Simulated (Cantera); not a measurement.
A diamond (100) surface in a fixed gas of H2 with x(CH4) = 0.0064, x(H) = 0.013, x(CH3) = 8.9e-05, at 1148 K; coverages are run to steady state.

Computed with Cantera and the Harris–Goodwin 1993 mechanism for the reconstructed diamond (100) surface.

One state of this run: growth (µm/h) = 0.646; θ c6HH = 0.474; θ c6H* = 0.0329; θ c6*H = 0.467; θ c6** = 0.0237; θ c6HM = 0.000969. θ: site fractions in the mechanism's names (c6HH fully hydrogenated, c6H* and c6*H radical sites, c6** diradical, c6HM methylated).

Problem. Which value of P (Pa) does it belong to?
(A) 6400
(B) 1000
(C) 2600
(D) 1600

Solution. D, 1600
